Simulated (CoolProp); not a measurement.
Model: reference Helmholtz-energy equation of state, Smukala 2000, in CoolProp.

Question: For ethylene, give the phase and the cp (kJ/(kg K)) at 341.4 K and 1.32 MPa; 422.9 K and 1.32 MPa.

Answer: 
- 341.4 K and 1.32 MPa: gas; cp 1.77
- 422.9 K and 1.32 MPa: gas; cp 2.02
